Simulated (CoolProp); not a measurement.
Vapour pressure (MPa) of nitrogen: the reference equation beside estimates from Tc = 126.2 K, pc = 3.396 MPa, ω = 0.037. Clausius-Clapeyron is anchored at 92.6 K with a constant enthalpy of vaporisation of 4.928 kJ/mol.

Values from CoolProp's reference Helmholtz-energy equation of state, Span 2000.

```json
[
 {"T (K)": "82.2", "reference": "[?]", "Clausius-Clapeyron": "0.1991", "Redlich-Kwong": "[?]"},
 {"T (K)": "85.7", "reference": "0.2447", "Clausius-Clapeyron": "0.2673", "Redlich-Kwong": "0.2288"},
 {"T (K)": "89.2", "reference": "0.3364", "Clausius-Clapeyron": "0.3506", "Redlich-Kwong": "0.3222"},
 {"T (K)": "92.6", "reference": "0.4475", "Clausius-Clapeyron": "0.4475", "Redlich-Kwong": "0.4367"},
 {"T (K)": "96.1", "reference": "0.5876", "Clausius-Clapeyron": "0.5649", "Redlich-Kwong": "0.5820"},
 {"T (K)": "99.6", "reference": "[?]", "Clausius-Clapeyron": "0.7017", "Redlich-Kwong": "[?]"},
 {"T (K)": "103.1", "reference": "0.9588", "Clausius-Clapeyron": "0.8587", "Redlich-Kwong": "[?]"},
 {"T (K)": "106.6", "reference": "1.197", "Clausius-Clapeyron": "1.037", "Redlich-Kwong": "[?]"},
 {"T (K)": "110", "reference": "1.466", "Clausius-Clapeyron": "1.232", "Redlich-Kwong": "1.492"},
 {"T (K)": "113.5", "reference": "[?]", "Clausius-Clapeyron": "1.454", "Redlich-Kwong": "1.819"},
 {"T (K)": "117", "reference": "2.153", "Clausius-Clapeyron": "1.700", "Redlich-Kwong": "2.191"}
]
```

Some entries are withheld; supply them.


- 82.2, reference: 0.1730
- 82.2, Redlich-Kwong: 0.1568
- 99.6, reference: 0.7569
- 99.6, Redlich-Kwong: 0.7581
- 103.1, Redlich-Kwong: 0.9681
- 106.6, Redlich-Kwong: 1.215
- 113.5, reference: 1.786

Absolute difference from the reference over all 11 rows, mean and median: Clausius-Clapeyron 10.8 and 10.4 %, Redlich-Kwong 2.9 and 1.8 %.
